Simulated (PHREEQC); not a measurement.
Dissolve 0.00021 mol Ca(OH)2 per kg of water at 35 °C. Closed to the air; pH follows from the charge balance.

The numbers come from PHREEQC with the ion-association model, phreeqc.dat.

Each row changes one thing in this solution. This is a speciation only: nothing precipitates in the calculation.

```tsv
case	pH	CaOH+ (mol/kgw)
as made	10.29	6.21e-7
diluted 10-fold with water	9.30	6.74e-9
Ca(OH)2 replaced by CaSO4 at the same molality	6.84	[?]
Ca(OH)2 from 0.00021 to 0.000105 mol/kgw	[?]	1.61e-7
Ca(OH)2 replaced by Ca(NO3)2 at the same molality	6.84	2.21e-10
Ca(OH)2 from 0.00021 to 0.0021 mol/kgw	11.26	4.85e-5
temperature from 35 to 30 °C	10.44	8.84e-7
temperature from 35 to 15 °C	10.95	2.83e-6
```

Problem. What belongs in the gaps?

Solution. 
- Ca(OH)2 replaced by CaSO4 at the same molality, CaOH+ (mol/kgw): 2.14e-10
- Ca(OH)2 from 0.00021 to 0.000105 mol/kgw, pH: 9.99

Species that the database lacks are ignored.
